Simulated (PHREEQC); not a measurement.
Solution (60 °C): 0.00038 mol/kgw PbCl2. Closed to the air; pH follows from the charge balance.

Model: ion-association model, wateq4f.dat, run in PHREEQC.

Each row changes one thing in this solution. This is a speciation only: nothing precipitates in the calculation.

```csv
case,pH,ionic strength (mol/kgw),Pb+2 (mol/kgw),PbCl+ (mol/kgw),PbOH+ (mol/kgw),Pb2OH+3 (mol/kgw),SI of Pb(OH)2 (Pb(OH)2),SI of Litharge (PbO)
as made,5.61,0.00110,0.000358,1.96e-5,2.50e-6,2.35e-8,+0.63,-3.76
diluted 100-fold with water,6.39,1.15e-5,3.62e-6,2.34e-9,1.73e-7,1.43e-11,+0.27,-4.12
PbCl2 from 0.00038 to 0.00019 mol/kgw,5.74,0.000558,0.000183,5.29e-6,1.80e-6,8.28e-9,+0.62,-3.76
PbCl2 from 0.00038 to 0.00076 mol/kgw,5.48,0.00214,0.000687,6.93e-5,3.41e-6,6.53e-8,+0.62,-3.76
PbCl2 from 0.00038 to 0.0019 mol/kgw,5.32,0.00502,0.00156,0.000337,4.93e-6,2.38e-7,+0.61,-3.77
5.4e-05 mol/kgw NH4HF2 added,4.38,0.00120,0.000360,1.95e-5,1.50e-7,1.43e-9,-1.82,-6.21
```

Some of these states are supersaturated (in Pb(OH)2, for instance). At this temperature some constants are extrapolated from 25 °C, and those without enthalpy data are left unchanged.
